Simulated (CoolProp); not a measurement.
Aqueous potassium formate as a coolant, 48 % by mass, freezing at -50.0 °C, 1 atm.

Model: Melinder's fits for secondary coolants, in CoolProp.

```tsv
T (°C)	density (kg/m³)	cp (kJ/(kg K))	Prandtl number	viscosity (mPa s)
-22.7	1343	2.615	60.0	10.2
-17.1	1341	2.625	46.3	7.98
-11.4	1339	2.635	36.6	6.38
-5.7	1337	2.645	29.7	5.23
-0.1	1335	2.655	24.7	4.39
5.6	1333	2.666	20.9	3.75
11.2	1330	2.676	18.0	3.26
16.9	1328	2.687	15.6	2.85
22.6	1325	2.697	13.7	2.52
28.2	1322	2.708	12.1	2.25
33.9	1320	2.719	10.7	2.00
```
